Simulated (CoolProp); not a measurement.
Computed with CoolProp (reference Helmholtz-energy equation of state, Setzmann 1991).

Q: For methane, give the phase and the Z, cp (kJ/(kg K)), speed of sound (m/s), isothermal compressibility (1/MPa) at 180.7 K and 115 bar.

A: 
- 180.7 K and 115 bar: liquid; Z 0.380, cp 4.10, speed of sound 810, isothermal compressibility 0.0103
